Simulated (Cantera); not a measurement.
A perfectly stirred reactor is fed with H₂ : O₂ : N₂ : NO = 1 : 1.06 : 4 : 0.014 (molar parts), at 0.490 bar; it is adiabatic with a 450 K inlet, and is followed from long to short residence time, starting on the burning branch (τ in s: 0.058, 0.021, 0.008, 0.003, 0.0011, 0.00041, 0.00015, 5.7e-05, 2.1e-05).

Model: GRI-Mech 3.0 (53 species, 325 reactions), integrated in Cantera. The mechanism lacks 2 NO + O2 → 2 NO2 and HONO, so NO2 and the effect of NO are under-described below about 1400 K.

Q: What does this change do: pressure from 0.490 bar to 9.20 bar?

A: 
```json
[
 {"quantity": "blow-out, bracketed by the residence times tried", "before": "burning at 0.150 ms, out at 57.0 µs", "after": "burning at 21.0 µs, the shortest tried"},
 {"quantity": "x(H₂) at τ = 58.0 ms", "before": "0.000470", "after": "3.77e-5"},
 {"quantity": "x(O₂) at τ = 58.0 ms", "before": "0.0998", "after": "0.100"},
 {"quantity": "x(NO) at τ = 58.0 ms", "before": "0.00251", "after": "0.00249"},
 {"quantity": "x(NO₂) at τ = 58.0 ms", "before": "2.48e-6", "after": "2.47e-5"},
 {"quantity": "x(OH) at τ = 58.0 ms", "before": "0.00232", "after": "0.000341"},
 {"quantity": "x(H₂) at τ = 1.10 ms", "before": "0.00547", "after": "0.000599"},
 {"quantity": "x(O₂) at τ = 1.10 ms", "before": "0.0990", "after": "0.100"},
 {"quantity": "x(NO) at τ = 1.10 ms", "before": "0.00249", "after": "0.00246"},
 {"quantity": "x(NO₂) at τ = 1.10 ms", "before": "7.69e-7", "after": "5.06e-5"},
 {"quantity": "x(OH) at τ = 1.10 ms", "before": "0.00616", "after": "0.000970"}
]
```
The hydrogen kinetics of GRI-Mech 3.0 are dated; newer H2 mechanisms differ, most at raised pressure.

Q: What does this change do: 0.45 parts CO2 added?

A: 
```json
[
 {"quantity": "blow-out, bracketed by the residence times tried", "before": "burning at 0.150 ms, out at 57.0 µs", "after": "burning at 0.150 ms, out at 57.0 µs"},
 {"quantity": "x(H₂) at τ = 58.0 ms", "before": "0.000470", "after": "0.000420"},
 {"quantity": "x(O₂) at τ = 58.0 ms", "before": "0.0998", "after": "0.0927"},
 {"quantity": "x(NO) at τ = 58.0 ms", "before": "0.00251", "after": "0.00232"},
 {"quantity": "x(NO₂) at τ = 58.0 ms", "before": "2.48e-6", "after": "3.25e-6"},
 {"quantity": "x(OH) at τ = 58.0 ms", "before": "0.00232", "after": "0.00159"},
 {"quantity": "x(H₂) at τ = 1.10 ms", "before": "0.00547", "after": "0.00511"},
 {"quantity": "x(O₂) at τ = 1.10 ms", "before": "0.0990", "after": "0.0940"},
 {"quantity": "x(NO) at τ = 1.10 ms", "before": "0.00249", "after": "0.00230"},
 {"quantity": "x(NO₂) at τ = 1.10 ms", "before": "7.69e-7", "after": "8.81e-7"},
 {"quantity": "x(OH) at τ = 1.10 ms", "before": "0.00616", "after": "0.00412"}
]
```
